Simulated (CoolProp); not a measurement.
A simple Rankine cycle with cyclopropane: condensing at 299.15 K, boiler at 3.94 MPa, turbine inlet 417.5 K, turbine efficiency 0.85, pump efficiency 0.8, no recuperator. Each further row changes one setting.

Model: reference Helmholtz-energy equation of state, Polt 1992, in CoolProp. This equation is an older, rougher fit; its heat capacities, sound speeds and derivatives of the liquid may be far off and weren't checked against measurements.

```tsv
case	thermal efficiency (%)	net work (kJ/kg)	heat in (kJ/kg)	turbine exit temperature (K)	volume ratio over the turbine
as stated	14.8	81.3	547	338.7	5.22
turbine inlet 437.5 K	15.0	89.8	597	362.6	5.15
condensing temperature 291.15 K	16.3	92.1	566	329.6	6.41
boiler pressure 2.76 MPa	12.4	71.1	(withheld)	359.8	3.56
turbine efficiency 0.75	(withheld)	71.0	547	(withheld)	5.35
```

Question: Some entries are withheld; supply them.

Answer: 
- boiler pressure 2.76 MPa, heat in (kJ/kg): 574
- turbine efficiency 0.75, thermal efficiency (%): 13.0
- turbine efficiency 0.75, turbine exit temperature (K): 344.8
